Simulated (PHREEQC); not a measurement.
Solution (25 °C): 0.001 mol/kgw HF, 0.013 mol/kgw CsF, 1.3e-06 mol/kgw H4SiO4 and 0.1 mol/kgw HCl. Closed to the air; pH follows from the charge balance.

Computed with PHREEQC (ion-association model, wateq4f.dat).

Each row changes one thing in this solution. Precipitation was switched off in this run.

```csv
case,pH,ionic strength (mol/kgw),HF (mol/kgw),H2F2 (mol/kgw),F- (mol/kgw),HF2- (mol/kgw),SI of Quartz (SiO2)
as made,1.14,0.100,0.0129,0.000445,0.000161,8.17e-6,-4.47
CsF left out,1.08,0.100,0.000984,2.58e-6,1.07e-5,4.13e-8,-1.89
HCl left out,4.29,0.0131,0.000889,2.07e-6,0.0130,…,-3.52
0.0081 mol/kgw (CH3)4NF added,1.19,0.100,0.0197,0.00104,0.000270,2.09e-5,-5.66
temperature from 25 to 5 °C,1.14,0.100,0.0122,0.000788,0.000211,8.21e-6,-5.74
HF left out,1.14,0.100,0.0120,0.000387,…,7.11e-6,-4.29
CsF replaced by NH4BF4 at the same molality,1.09,0.111,0.00915,0.000224,0.000103,3.71e-6,-3.51
temperature from 25 to 60 °C,1.15,0.100,0.0136,0.000130,8.95e-5,5.49e-6,-2.55
H4SiO4 replaced by (NH4)2SiF6 at the same molality,1.14,0.100,0.0129,0.000446,0.000161,8.18e-6,-4.47
```

Problem. Fill in the missing entries.

Solution. 
- HCl left out, HF2- (mol/kgw): 4.45e-5
- HF left out, F- (mol/kgw): 0.000150

(CH3)4N+ isn't in the database: it is added as a free cation with an ion size of 4 Å. wateq4f.dat counts part of the HF as a dimer, H2F2, which phreeqc.dat doesn't know; its constant is uncertain. At this temperature some constants are extrapolated from 25 °C, and those without enthalpy data are left unchanged. SiF6-2 is the database's only silicon fluoride.
